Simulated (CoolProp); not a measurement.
Properties of trans-2-butene along the isotherm 318 K (Tc = 428.6 K, pc = 40.19 bar, ω = 0.210).

Computed with CoolProp (reference Helmholtz-energy equation of state, Lemmon 2005). It is a short technical equation, of lower accuracy than the large ones.

```csv
p (bar),phase,density (kg/m³),cp (kJ/(kg K))
0.191,gas,0.4071,1.638
0.308,gas,0.6584,1.643
0.498,gas,1.069,1.650
0.804,gas,1.739,1.661
1.3,gas,2.848,1.681
2.1,gas,4.699,1.715
3.39,gas,7.874,1.781
5.48,liquid,574.2,2.435
8.85,liquid,574.9,2.431
14.3,liquid,576.1,2.425
23.1,liquid,577.9,2.416
37.3,liquid,580.7,2.402
60.3,liquid,585.0,2.382
```
